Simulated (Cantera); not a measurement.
Charge: 1 mol Si, 0.95 mol O2, 160 mol H2, 0.27 mol CO2, held at 925 °C and 60.0 mbar.

Equilibrium computed with Cantera from the NASA thermochemical tables; the gas is ideal and each condensed phase is pure. The tables hold silica as quartz up to 1696 K and as liquid above; real silica turns to tridymite and cristobalite and melts near 1996 K. The numbers say what is thermodynamically allowed, not how fast it happens.

```json
[
 {"species": "H2", "before": "0.997", "after": "0.977"},
 {"species": "H", "before": "7.75e-7", "after": "0.00777"},
 {"species": "H2O", "before": "0.00106", "after": "0.00722"},
 {"species": "SiO", "before": "<1e-9", "after": "0.00618"},
 {"species": "CO", "before": "0.00168", "after": "0.00167"},
 {"species": "SiO2(β-quartz), mol", "before": "1.00", "after": "0"}
]
```
Gas species are given as mole fractions.

**Question.** Name the change that produced these shifts.
A. temperature from 925 °C to 1327 °C
B. CO2 from 0.27 to 0.018 mol
C. temperature from 925 °C to 1902 °C
D. temperature from 925 °C to 1752 °C

**Answer.** D, temperature from 925 °C to 1752 °C
